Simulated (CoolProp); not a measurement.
Vapour-liquid equilibrium of ethane (1) + n-butane (2) at 250 K; x and y are mole fractions of (1).

Computed with CoolProp (multi-fluid Helmholtz-energy mixture model, Bücker 2006 and Bücker 2006; pair parameters Kunz 2012).

| x | bubble pressure (bar) | y at the bubble point | dew pressure at overall composition x (bar) | liquid density (mol/L) |
|---|---|---|---|---|
| 0.05 | 0.9359 | 0.592 | 0.4118 | 10.94 |
| 0.15 | 2.072 | 0.827 | 0.4594 | 11.33 |
| 0.25 | 3.255 | 0.898 | 0.5193 | 11.74 |
| 0.35 | 4.468 | 0.932 | 0.5971 | 12.16 |
| 0.45 | 5.698 | 0.952 | 0.7020 | 12.59 |
| 0.55 | 6.940 | 0.966 | 0.8515 | 13.03 |
| 0.65 | 8.194 | 0.976 | 1.082 | 13.48 |
| 0.75 | 9.474 | 0.983 | 1.481 | 13.93 |
| 0.85 | 10.80 | 0.990 | 2.345 | 14.36 |
| 0.95 | 12.23 | 0.997 | 5.534 | 14.74 |

No azeotrope shows between x = 0.05 and 0.95.

The pair parameters rest on a limited set of measurements; away from them the model extrapolates.
